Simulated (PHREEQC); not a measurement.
## Copper plating or etch bath: speciation

Dissolve 0.0015 mol/kgw CuCl2, 0.0029 mol/kgw H2SO4 and 0.003 mol/kgw KCl at 20 °C. Closed to the air; pH follows from the charge balance.

Computed with PHREEQC (ion-association model, phreeqc.dat).

Each row changes one thing in this solution. No solid was allowed to form.

| case | pH | ionic strength (mol/kgw) | SO4-2 (mol/kgw) | Cu+2 (mol/kgw) | HSO4- (mol/kgw) | CuSO4 (mol/kgw) | SI of Sylvite (KCl) |
|---|---|---|---|---|---|---|---|
| as made | 2.33 | 0.0141 | 0.00207 | 0.00128 | 0.000600 | 0.000209 | -5.73 |
| 5.4e-05 mol/kgw HBr added | 2.32 | 0.0141 | 0.00206 | 0.00128 | 0.000604 | 0.000208 | -5.73 |
| temperature from 20 to 30 °C | 2.34 | 0.0139 | 0.00197 | 0.00127 | 0.000695 | 0.000210 | -5.78 |
| CuCl2 from 0.0015 to 0.003 mol/kgw | 2.33 | 0.0180 | 0.00196 | 0.00260 | 0.000549 | 0.000366 | -5.56 |
| diluted 100-fold with water | 4.24 | 0.000161 | 2.88e-5 | 1.49e-5 | 1.37e-7 | 7.54e-8 | -9.63 |
| KCl from 0.003 to 0.03 mol/kgw | 2.34 | 0.0412 | 0.00208 | 0.00132 | 0.000490 | [?] | -4.05 |
| KCl from 0.003 to 0.0027 mol/kgw | 2.33 | 0.0138 | 0.00207 | 0.00128 | 0.000602 | 0.000210 | -5.80 |
| temperature from 20 to 10 °C | 2.32 | 0.0143 | 0.00215 | 0.00129 | 0.000522 | [?] | -5.67 |

Complete the blanks.


- KCl from 0.003 to 0.03 mol/kgw, CuSO4 (mol/kgw): 0.000134
- temperature from 20 to 10 °C, CuSO4 (mol/kgw): 0.000205

Away from 25 °C the constants follow the database's enthalpies or fits; those with neither stay at their 25 °C values.
